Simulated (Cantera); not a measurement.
Feed: 1 mol SF6, 0.25 mol H2O, 2.9 mol H2, equilibrated at 2623.15 K and 100000 Pa.

Cantera equilibrium calculation (NASA polynomials, part measured and part estimated; ideal gas, pure solids and liquids). Candidate condensed phases: H2O, H2SO4, S; 43 gas species. The numbers say what is thermodynamically allowed, not how fast it happens.

Base state: HF 0.880, S2 0.0492, SO 0.0199, S 0.0159, H2 0.0129, SO2 0.00596, SH 0.00515, H 0.00479 (mole fractions); condensed: gas only.

Problem. What changes in the equilibrium state with this change: H2O from 0.25 to 0.33 mol?

Solution. 
| species | before | after |
|---|---|---|
| HF | 0.880 | 0.867 |
| S2 | 0.0492 | 0.0453 |
| SO | 0.0199 | 0.0229 |
| H2 | 0.0129 | 0.0195 |
| S | 0.0159 | 0.0153 |
| H2O | 0.00404 | 0.00732 |
| OH | 0.000355 | 0.000524 |
| H2S | 0.000465 | 0.000673 |
| O2 | 1.08e-5 | 1.56e-5 |
| SO2 | 0.00596 | 0.00822 |

Problem. What changes in the equilibrium state with this change: H2 from 2.9 to 1.7 mol?

Solution. 
```json
[
 {"species": "HF", "before": "0.880", "after": "0.636"},
 {"species": "F", "before": "0.000925", "after": "0.227"},
 {"species": "SF2", "before": "9.11e-7", "after": "0.0382"},
 {"species": "H2", "before": "0.0129", "after": "1.12e-7"},
 {"species": "SF", "before": "0.000169", "after": "0.0290"},
 {"species": "S2", "before": "0.0492", "after": "0.0239"},
 {"species": "S", "before": "0.0159", "after": "0.0111"},
 {"species": "SO", "before": "0.0199", "after": "0.0206"},
 {"species": "SF3", "before": "<1e-9", "after": "0.000770"},
 {"species": "H2S", "before": "0.000465", "after": "2.81e-9"},
 {"species": "H2O", "before": "0.00404", "after": "5.21e-8"},
 {"species": "SOF2", "before": "2.24e-8", "after": "0.00140"}
]
```
The tables' values for S2F2 (SSF2), SOF2, SF3, FS2F (FSSF) are old estimates; treat these amounts as uncertain.

Problem. What changes in the equilibrium state with this change: temperature from 2623.15 K to 2450 K?

Solution. 
```
species    before     after
-------  --------  --------
HF          0.880     0.887
S2         0.0492    0.0552
SO         0.0199    0.0156
S          0.0159   0.00831
H2         0.0129    0.0128
O         8.50e-5   2.26e-5
F        0.000925  0.000288
O2        1.08e-5   4.03e-6
H         0.00479   0.00227
SF       0.000169   8.71e-5
```
